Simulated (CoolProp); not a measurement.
Vapour-liquid equilibrium of CH2F2 (R32) (1) + propylene (2) at 8.93 bar; x and y are mole fractions of (1).

Model: multi-fluid Helmholtz-energy mixture model, Tillner-Roth 1997 and Lemmon 2013; pair parameters Bell 2016, in CoolProp.

```json
[
 {"x": "0.05", "bubble temperature, mixture model (K)": "283.4", "bubble temperature, Raoult's law (K)": "287.4", "y, mixture model": "0.143", "y, Raoult's law": "0.070"},
 {"x": "0.125", "bubble temperature, mixture model (K)": "278.4", "bubble temperature, Raoult's law (K)": "286.2", "y, mixture model": "0.289", "y, Raoult's law": "0.170"},
 {"x": "0.2", "bubble temperature, mixture model (K)": "275.1", "bubble temperature, Raoult's law (K)": "285.2", "y, mixture model": "0.387", "y, Raoult's law": "0.263"},
 {"x": "0.275", "bubble temperature, mixture model (K)": "273.0", "bubble temperature, Raoult's law (K)": "284.1", "y, mixture model": "0.455", "y, Raoult's law": "0.351"},
 {"x": "0.35", "bubble temperature, mixture model (K)": "271.6", "bubble temperature, Raoult's law (K)": "283.1", "y, mixture model": "0.505", "y, Raoult's law": "0.434"},
 {"x": "0.425", "bubble temperature, mixture model (K)": "270.7", "bubble temperature, Raoult's law (K)": "282.2", "y, mixture model": "0.546", "y, Raoult's law": "0.512"},
 {"x": "0.5", "bubble temperature, mixture model (K)": "270.1", "bubble temperature, Raoult's law (K)": "281.3", "y, mixture model": "0.580", "y, Raoult's law": "0.586"},
 {"x": "0.575", "bubble temperature, mixture model (K)": "269.8", "bubble temperature, Raoult's law (K)": "280.4", "y, mixture model": "0.611", "y, Raoult's law": "0.657"},
 {"x": "0.65", "bubble temperature, mixture model (K)": "269.7", "bubble temperature, Raoult's law (K)": "279.6", "y, mixture model": "0.644", "y, Raoult's law": "0.724"},
 {"x": "0.725", "bubble temperature, mixture model (K)": "269.9", "bubble temperature, Raoult's law (K)": "278.8", "y, mixture model": "0.680", "y, Raoult's law": "0.788"},
 {"x": "0.8", "bubble temperature, mixture model (K)": "270.4", "bubble temperature, Raoult's law (K)": "278.0", "y, mixture model": "0.727", "y, Raoult's law": "0.849"},
 {"x": "0.875", "bubble temperature, mixture model (K)": "271.5", "bubble temperature, Raoult's law (K)": "277.3", "y, mixture model": "0.793", "y, Raoult's law": "0.908"},
 {"x": "0.95", "bubble temperature, mixture model (K)": "273.7", "bubble temperature, Raoult's law (K)": "276.6", "y, mixture model": "0.895", "y, Raoult's law": "0.964"}
]
```

The largest gap from Raoult's law is -11.5 K in bubble temperature, at x = 0.425. y crosses x between x = 0.575 and 0.65: the model has an azeotrope there.

Pair parameters are fitted to limited data, so mixtures are less certain than the pure fluids.
